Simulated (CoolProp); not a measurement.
Vapour-liquid equilibrium of C2F6 (R116) (1) + propane (2) at -13.05 °C; x and y are mole fractions of (1).

Values from CoolProp's multi-fluid Helmholtz-energy mixture model, Lemmon 2006 and Lemmon 2009; pair parameters Bell 2016.

**Question.** Give the bubble pressure and the first vapour's composition at x = 0.05, 0.2, 0.8. Is there an azeotrope?

**Answer.** x = 0.05: 0.5400 MPa, y = 0.416; x = 0.2: 0.8952 MPa, y = 0.653; x = 0.8: 1.230 MPa, y = 0.852. No azeotrope shows between x = 0.05 and 0.95.

Pair parameters are fitted to limited data, so mixtures are less certain than the pure fluids. With so large a gap from Raoult's law the liquid may split in two, which this calculation doesn't test in full.
